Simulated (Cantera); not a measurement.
Input (Python, Cantera):

```python
import numpy as np
import cantera as ct

gas = ct.Solution("gri30.yaml")
gas.TPX = 423, 110000, {'CH4': 1, 'O2': 2.11, 'N2': 17.7}
inlet = ct.Reservoir(gas, clone=True)
gas.equilibrate("HP")  # start burning
reactor = ct.IdealGasConstPressureReactor(gas, energy="on", clone=False)
exhaust = ct.Reservoir(gas, clone=True)
tau = [0.16, 0.058, 0.021, 0.0073, 0.0026, 0.00093, 0.00033, 0.00012, 4.1e-05][0]
for a, b in ((inlet, reactor), (reactor, exhaust)):
    ct.MassFlowController(a, b, mdot=lambda t: reactor.mass / tau)
net = ct.ReactorNet([reactor])
show = ['CH4', 'O2', 'CO', 'H', 'N2O']

rows = []
print(f"{'tau/s':>10s}{'T/K':>9s}" + "".join(f"{s:>11s}" for s in show))
for tau in [0.16, 0.058, 0.021, 0.0073, 0.0026, 0.00093, 0.00033, 0.00012, 4.1e-05]:
    net.initial_time = 0.0
    net.advance(30 * tau)
    before = gas.X
    net.advance(40 * tau)
    drift = np.max(np.abs(gas.X - before) / (gas.X + 1e-9))
    rows.append([gas.T, *gas[show].X, drift])
    print(f"{tau:10.3e}{gas.T:9.1f}" + "".join(f"{x:11.3e}" for x in gas[show].X))
```

Output:

```
     tau/s      T/K        CH4         O2         CO          H        N2O
 1.600e-01   1534.9  1.687e-05  5.895e-03  8.852e-04  6.991e-05  2.079e-07
 5.800e-02   1525.3  3.297e-05  6.407e-03  1.549e-03  1.595e-04  1.787e-07
 2.100e-02   1509.9  6.654e-05  7.255e-03  2.626e-03  3.360e-04  1.522e-07
 7.300e-03   1484.3  1.494e-04  8.741e-03  4.497e-03  6.408e-04  1.304e-07
 2.600e-03   1438.4  4.265e-04  1.180e-02  8.333e-03  9.183e-04  1.118e-07
 9.300e-04    423.0  4.805e-02  1.014e-01 -1.792e-16  1.187e-32 -1.859e-21
 3.300e-04    423.0  4.805e-02  1.014e-01 -3.565e-20  5.983e-36 -3.700e-25
 1.200e-04    423.0  4.805e-02  1.014e-01 -2.252e-21 -1.434e-36 -2.337e-26
 4.100e-05    423.0  4.805e-02  1.014e-01 -1.423e-22 -2.240e-37 -1.476e-27
```

Detailed kinetics in Cantera: GRI-Mech 3.0 (53 species, 325 reactions).
